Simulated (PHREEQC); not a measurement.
Copper plating or etch bath (model solution)

Dissolve 0.31 mmol/kgw Cu(BF4)2 and 0.0061 mmol/kgw H2SO4 at 25 °C. Closed to the air; pH follows from the charge balance.

Equilibrium calculation in PHREEQC: ion-association model, phreeqc.dat.

Precipitation was switched off in this run.

**Question.** Estimate the pH, ionic strength.

**Answer.** pH 3.21; ionic strength 0.00157 mol/kgw.

**Question.** In which forms is S present?

**Answer.** SO4-2 91 %, HSO4- 4.8 %, CuSO4 4.0 % of the S.

Complexes and solids missing from the database can't appear. Real BF4- forms and hydrolyses slowly; the run takes it at equilibrium.
